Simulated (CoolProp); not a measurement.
Vapour-liquid equilibrium of diethyl ether (1) + n-hexane (2) at 431.2 K; x and y are mole fractions of (1).

Model: multi-fluid Helmholtz-energy mixture model, Thol 2014 and Thol 2019; pair parameters Bell 2016, in CoolProp.

| x | bubble pressure (bar) | y at the bubble point | dew pressure at overall composition x (bar) | liquid density (mol/L) |
|---|---|---|---|---|
| 0.05 | 9.438 | 0.098 | 9.111 | 5.944 |
| 0.2 | 11.27 | 0.325 | 10.20 | 6.054 |
| 0.35 | 12.98 | 0.494 | 11.50 | 6.169 |
| 0.5 | 14.66 | 0.632 | 13.05 | 6.291 |
| 0.65 | 16.34 | 0.753 | 14.89 | 6.418 |
| 0.8 | 18.07 | 0.864 | 17.05 | 6.550 |
| 0.95 | 19.89 | 0.967 | 19.58 | 6.683 |

No azeotrope shows between x = 0.05 and 0.95.

The pair parameters rest on a limited set of measurements; away from them the model extrapolates. The gap from Raoult's law changes sign with composition, which may be real or a fault of the pair parameters; it wasn't checked against measurements.
